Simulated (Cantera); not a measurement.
Mixture: 12.8 % CH4, 18.3 % O2, 68.8 % N2, equivalence ratio 1.4, at 750 Torr, adiabatic and at constant pressure. Ignition delay is the time to a rise of 400 K.

Detailed kinetics in Cantera: GRI-Mech 3.0 (53 species, 325 reactions).

**Question.** Predict: delay at 1200 K; delay at 1350 K; delay at 1500 K; delay at 1650 K; delay at 1800 K; apparent activation energy between 1725 and 1875 K.

**Answer.** 
```json
{
  "delay at 1200 K": "55.1 ms",
  "delay at 1350 K": "7.47 ms",
  "delay at 1500 K": "1.35 ms",
  "delay at 1650 K": "0.337 ms",
  "delay at 1800 K": "0.115 ms",
  "apparent activation energy between 1725 and 1875 K": "170 kJ/mol"
}
```
